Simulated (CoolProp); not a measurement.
trans-2-butene at several states: density (kg/m³) from the reference equation and from simpler models built on Tc = 428.6 K, pc = 4.019 MPa, ω = 0.210; each cubic takes its own stable root.

Values from CoolProp's reference Helmholtz-energy equation of state, Lemmon 2005. It is a short technical equation, of lower accuracy than the large ones.

| T (K) | p (MPa) | phase | reference |
|---|---|---|---|
| 267.4 | 12.4 | liquid | 647.3 |
| 459.3 | 1.82 | gas | 30.97 |
| 263.9 | 0.0262 | gas | 0.6783 |
| 202.2 | 0.0171 | liquid | 702.3 |

**Question.** How far does each simpler model (Redlich-Kwong, Soave-Redlich-Kwong) lie from the reference over these 4 states: mean and median of the absolute difference, and the worst?

**Answer.** 
- Redlich-Kwong: mean 5.2 %, median 5.1 %, worst -10.8 % at 202.2 K and 0.0171 MPa
- Soave-Redlich-Kwong: mean 4.7 %, median 4.4 %, worst -9.7 % at 202.2 K and 0.0171 MPa
